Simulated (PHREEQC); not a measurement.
A solution holds 0.005 mol HF, 0.13 mol (NH4)2SiF6, 0.00105 mol HBF4 and 0.0395 mol HCl per kg of water, at 25 °C. Closed to the air; pH follows from the charge balance.

Equilibrium calculation in PHREEQC: ion-association model, wateq4f.dat.

No solid was allowed to form.

Q: Predict the pH.

A: pH 1.51.

Q: In which forms is B present?

A: BF4- 88 %, H3BO3 7.5 %, BF3OH- 3.8 %, BF2(OH)2- 0.6 % of the B.

The solution is supersaturated, for example in Quartz (slow to form), Chalcedony (slow to form), so a real one may precipitate; this is no full list. Complexes and solids missing from the database can't appear. SiF6-2 is the database's only silicon fluoride. Real BF4- forms and hydrolyses slowly; the run takes it at equilibrium.
